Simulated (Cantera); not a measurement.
An isothermal plug-flow reactor at 750 K and 1.58 atm (inlet), inlet velocity 3.4 m/s, active area per volume 430 1/m; feed CO : O2 : N2 : H2O = 0.016 : 0.017 : 0.79 : 0.014 (molar parts), equivalence ratio 0.47.

Detailed kinetics in Cantera: Deutschmann's 1995 Pt surface mechanism with GRI-Mech 3.0 gas chemistry. Catalytic surfaces can have several steady states; this one follows from the mechanism file's or the stated starting coverage. Mass transfer to the wall is taken as infinitely fast.

x: gas mole fraction; θ: surface coverage.

| z (m) | x CO | x O2 | x H2O | x CO2 | θ free Pt | θ O* | θ CO* |
|---|---|---|---|---|---|---|---|
| 0.00049 | 0.0190 | 0.0203 | 0.0167 | … | 0.0557 | 0.00230 | 0.942 |
| 0.0011 | 0.0190 | 0.0202 | 0.0167 | … | 0.0558 | 0.00231 | 0.942 |
| 0.0023 | 0.0188 | 0.0202 | 0.0167 | … | 0.0561 | 0.00232 | 0.941 |
| 0.0049 | 0.0184 | 0.0200 | 0.0167 | … | 0.0566 | 0.00235 | 0.941 |
| 0.011 | 0.0175 | 0.0195 | 0.0167 | … | 0.0580 | 0.00242 | 0.939 |
| 0.023 | 0.0157 | 0.0186 | 0.0168 | … | 0.0613 | 0.00258 | 0.936 |
| 0.049 | 0.0113 | 0.0164 | 0.0168 | … | 0.0726 | 0.00323 | 0.924 |

Question: Fill in the missing entries.

Answer: 
- 0.00049, x CO2: 6.90e-5
- 0.0011, x CO2: 0.000155
- 0.0023, x CO2: 0.000325
- 0.0049, x CO2: 0.000697
- 0.011, x CO2: 0.00159
- 0.023, x CO2: 0.00341
- 0.049, x CO2: 0.00793
